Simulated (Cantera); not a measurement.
Standard-state values (1 bar) from the NASA 1993 polynomials, evaluated with Cantera. Values are per mole of reaction as written; species without (g) are pure solids or liquids, kept so even where they would boil at 1 bar.

Q: Between 1348 and 2098 K, where is each reaction favourable under standard conditions?
- 2 Na(g) + H2(g) + 2 O(g) = 2 NaOH

A: 
- 2 Na(g) + H2(g) + 2 O(g) = 2 NaOH: ΔG° is -783 kJ at 1348 K and -399 kJ at 2098 K; it stays negative (K > 1). ΔH° is -1456 kJ and ΔS° -503 J/K at 2098 K.
